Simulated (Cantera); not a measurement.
Charge: 1 mol Si, 1 mol HCl, 20 mol H2, held at 725 K and 10500 Torr.

Method: chemical equilibrium by Gibbs-energy minimisation in Cantera with the NASA 1993 tables (ideal gas, pure condensed phases). Candidate condensed phases: Si; 19 gas species. Rates play no part.

Base state: H2 0.984, SiHCl3 0.0101, SiCl4 0.00347, SiH2Cl2 0.00203, HCl 0.000105, SiH3Cl 8.99e-5 (mole fractions); condensed: Si(s).

### Question
What changes in the equilibrium state with this change: temperature from 725 K to 1123 K?

### Answer
```json
[
 {"species": "H2", "before": "0.984", "after": "0.980"},
 {"species": "SiHCl3", "before": "0.0101", "after": "0.00788"},
 {"species": "HCl", "before": "0.000105", "after": "0.00654"},
 {"species": "SiCl2", "before": "8.78e-9", "after": "9.23e-5"},
 {"species": "SiCl3", "before": "3.53e-7", "after": "0.000151"},
 {"species": "Si(s), mol", "before": "0.676", "after": "0.712"}
]
```
The tables' values for SiCl3 are old estimates; treat these amounts as uncertain.
